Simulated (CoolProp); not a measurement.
Properties of propylene glycol along the isotherm 620 K.

Computed with CoolProp (reference Helmholtz-energy equation of state, Eisenbach 2021).

```csv
p (MPa),phase,cp (kJ/(kg K)),fugacity coefficient
2.28,gas,?,0.8589
4.56,liquid,4.653,?
6.84,liquid,4.521,0.4084
9.11,liquid,4.424,0.3219
11.4,liquid,4.349,0.2699
13.7,liquid,?,?
16,liquid,4.238,?
18.2,liquid,4.197,?
```

Question: What belongs in the gaps?

Answer: 
- 2.28, cp (kJ/(kg K)): 3.268
- 4.56, fugacity coefficient: 0.5831
- 13.7, cp (kJ/(kg K)): 4.288
- 13.7, fugacity coefficient: 0.2356
- 16, fugacity coefficient: 0.2115
- 18.2, fugacity coefficient: 0.1945
